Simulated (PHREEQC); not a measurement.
Solution (25 °C): 3.4 mol LiBr, 0.11 mol SrCl2 and 1.5 mol MgCl2 per kg of water. Closed to the air; pH follows from the charge balance.

Equilibrium calculation in PHREEQC: Pitzer model, pitzer.dat.

Problem. The ionic strength comes out as 8.23 mol/kgw. What activity coefficients do Mg+2, MgOH+, Sr+2, Br-, H+ get?

Solution. Mg+2 95, MgOH+ 1.6, Sr+2 27, Br- 1.0, H+ 33. Single-ion values are on the MacInnes scale.

Precipitation was switched off in this run. Complexes and solids missing from the database can't appear.
